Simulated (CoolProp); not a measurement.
Vapour-liquid equilibrium of acetone (1) + cyclohexane (2) at 7.36 bar; x and y are mole fractions of (1).

Computed with CoolProp (multi-fluid Helmholtz-energy mixture model, Lemmon 2006 and Zhou 2014; pair parameters Bell 2016).

Problem. Give the bubble temperature and the first vapour's composition at x = 0.25, 0.35, 0.75. Is there an azeotrope?

Solution. x = 0.25: 136.9 °C, y = 0.496; x = 0.35: 133.2 °C, y = 0.563; x = 0.75: 127.4 °C, y = 0.770. y crosses x between x = 0.75 and 0.85: the model has an azeotrope there.

The pair parameters rest on a limited set of measurements; away from them the model extrapolates.
